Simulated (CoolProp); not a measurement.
Tetradecamethylhexasiloxane (MD4M) at several states: density (kg/m³) from the reference equation and from simpler models built on Tc = 653.2 K, pc = 0.8286 MPa, ω = 0.800; each cubic takes its own stable root.

The numbers come from the reference Helmholtz-energy equation of state, Thol 2019 in CoolProp.

```tsv
T (K)	p (MPa)	phase	reference
607.8	0.0977	gas	9.494
233	0.0505	liquid	950.2
489.9	0.219	liquid	691.8
510.8	0.0366	gas	4.158
252.1	0.0199	liquid	931.3
```

**Question.** How far does each simpler model (van der Waals, Peng-Robinson) lie from the reference over these 5 states: mean and median of the absolute difference, and the worst?

**Answer.** 
- van der Waals: mean 39.3 %, median 47.8 %, worst -95.6 % at 489.9 K and 0.219 MPa
- Peng-Robinson: mean 4.3 %, median 1.0 %, worst -10.1 % at 233 K and 0.0505 MPa

At some of these states van der Waals gives the other phase, because its saturation line lies elsewhere.
